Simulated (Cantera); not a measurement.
Feed: 1 mol Cu₂O, 8.1 mol H₂, at 2150 K and 2.00 mbar.

Equilibrium computed with Cantera from the NASA thermochemical tables; the gas is ideal and each condensed phase is pure. Candidate condensed phases: Cu, CuO, Cu(OH)₂, Cu₂O, H₂O; 12 gas species. The numbers say what is thermodynamically allowed, not how fast it happens.

Base state: H₂ 0.639, Cu 0.190, H₂O 0.0936, H 0.0754, OH 0.00143, O 0.000119, Cu₂ 3.05e-5 (mole fractions); condensed: gas only.

Problem. What changes in the equilibrium state with this change: temperature from 2150 K to 1473 K?

Solution. 
```json
[
 {"species": "H₂", "before": "0.639", "after": "0.874"},
 {"species": "H₂O", "before": "0.0936", "after": "0.123"},
 {"species": "Cu", "before": "0.190", "after": "0.00259"},
 {"species": "H", "before": "0.0754", "after": "0.000264"},
 {"species": "O", "before": "0.000119", "after": "<1e-9"},
 {"species": "OH", "before": "0.00143", "after": "9.69e-7"},
 {"species": "Cu(l), mol", "before": "0", "after": "1.98"}
]
```
